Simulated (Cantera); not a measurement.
Equilibrium for iron carbonyl, mercury and lead vapours: HgO + N2

Input: 1 mol HgO, a varied amount of N2, held at 475 °C and 16.0 Pa.

These are equilibrium values from Cantera (NASA tables, ideal gas, pure condensed phases), not measurements of a reactor. Candidate condensed phases: Hg, HgO; 10 gas species. Equilibrium is a limit: real reactors are often held back by kinetics, nucleation or transport.

```
n(N2) (mol)   x N2    x Hg     x O2     x NO     x NO2
-----------  -----  ------  -------  -------  --------
1.7          0.531   0.312    0.156  5.48e-7   3.39e-9
3.3          0.688   0.208    0.104  5.09e-7   2.57e-9
6.5          0.812   0.125   0.0625  4.28e-7   1.68e-9
13           0.897  0.0690   0.0345  3.34e-7  9.72e-10
25           0.943  0.0377   0.0189  2.54e-7  5.46e-10
49           0.970  0.0198  0.00990  1.86e-7  2.90e-10
96           0.985  0.0103  0.00513  1.35e-7  1.52e-10
```
x: gas mole fraction; nothing condenses.

From 1.7 mol N2 to 96 mol N2 nothing is condensed. The main Hg-bearing gas is Hg throughout.
